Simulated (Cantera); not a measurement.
Charge: 1 mol Si, 0.81 mol Cl2, 5.4 mol H2, at 823.15 K and 0.170 bar.

Equilibrium computed with Cantera from the NASA thermochemical tables; the gas is ideal and each condensed phase is pure. Candidate condensed phases: Si; 19 gas species. The tables' values for SiCl3 are old estimates; treat these amounts as uncertain. Equilibrium is a limit: real reactors are often held back by kinetics, nucleation or transport.

Base state: H2 0.922, SiCl4 0.0515, SiHCl3 0.0234, HCl 0.00246, SiH2Cl2 0.000892, SiCl3 6.44e-5 (mole fractions); condensed: Si(s).

Task: What changes in the equilibrium state with this change: temperature from 823.15 K to 873 K?

Result: 
```
species       before     after
----------  --------  --------
H2             0.922     0.920
SiCl4         0.0515    0.0513
SiHCl3        0.0234    0.0228
HCl          0.00246   0.00444
SiCl2        7.21e-6   2.71e-5
SiCl3        6.44e-5  0.000154
SiH2Cl2     0.000892  0.000923
Si(s), mol     0.562     0.565
```
